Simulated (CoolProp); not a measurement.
Properties of dimethyl carbonate along the isotherm 600 K (Tc = 557.0 K, pc = 4909 kPa, ω = 0.346).

Computed with CoolProp (reference Helmholtz-energy equation of state, Zhou 2011).

```csv
p (kPa),phase,density (kg/m³),Joule-Thomson coefficient (K/MPa)
205,gas,3.744,5.511
409,gas,7.557,5.595
614,gas,11.48,5.682
818,gas,15.48,5.773
1020,gas,19.55,5.868
1230,gas,23.88,5.972
1430,gas,28.13,6.076
1640,gas,32.71,6.191
1840,gas,37.21,6.305
2050,gas,42.07,6.432
2250,gas,46.85,6.559
2450,gas,51.79,6.692
```
